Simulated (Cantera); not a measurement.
Input (Python, Cantera) and output of one run.

```python
import numpy as np
import cantera as ct

gas_names = """
    AL ALCL ALCL2 ALCL3 ALN AL2 AL2CL6 CL CL2 N N2
""".split()
cond_names = """
    AL(cr) AL(L) ALCL3(s) ALCL3(L) ALN(s)
""".split()


# ... load() reads the species with a 1 bar reference pressure and builds the phases ...
atoms = {
    'AlN': {'AL': 1, 'N': 1},
    'Cl2': {'CL': 2},
}
top_T = {'ALN(s)': 2750}  # K; cautious upper limits of use, not melting points


# ... equilibrate(T, P, feed) seeds the gas with the atoms and calls Mixture.equilibrate('TP', solver="vcs", rtol=1e-11, max_steps=5000) ...
results = []
T = 1298  # K
P = 4100  # Pa
for m in [0.64, 3.5, 6.4, 9.3, 12, 15, 18]:
    feed = {'AlN': 1, 'Cl2': m}  # mol
    mix = equilibrate(T, P, feed)
    results.append((T, P, feed, dict(zip(mix.species_names, mix.species_moles))))

top = {s: max(r[3][s] / sum(r[3][g] for g in gas_names) for r in results) for s in gas_names}
cols = sorted((s for s in top if top[s] > 0.001), key=lambda s: -top[s])[:9]
seen = [c for c in cond_names if any(r[3].get(c, 0) > 1e-12 for r in results)]
print("log10 of partial pressures in bar; condensed amounts in mol")
print(f"{'n(Cl2)':>10s}" + "".join(f"{s[:9]:>10s}" for s in cols + seen))
for T, P, feed, n in results:
    ng = sum(n[g] for g in gas_names)
    print(f"{feed['Cl2']:10.4g}" + "".join(f"{np.log10(max(n[s] / ng * P / 1e5, 1e-99)):10.3f}" for s in cols)
          + "".join(f"{n.get(c, 0):10.4g}" for c in seen))
```

Output:

```
log10 of partial pressures in bar; condensed amounts in mol
    n(Cl2)       CL2     ALCL3        N2        CL     ALCL2    ALN(s)
      0.64   -10.719    -1.565    -1.864    -7.274    -4.104    0.5729
       3.5    -1.657    -1.941    -2.242    -2.743    -9.011         0
       6.4    -1.530    -2.205    -2.506    -2.679    -9.339         0
       9.3    -1.490    -2.367    -2.668    -2.659    -9.521         0
        12    -1.471    -2.478    -2.779    -2.650    -9.641         0
        15    -1.459    -2.576    -2.877    -2.644    -9.745         0
        18    -1.451    -2.655    -2.956    -2.640    -9.828         0
```

Method: chemical equilibrium by Gibbs-energy minimisation in Cantera with the NASA 1993 tables (ideal gas, pure condensed phases). The tables' values for AlCl2 are old estimates; treat these amounts as uncertain.
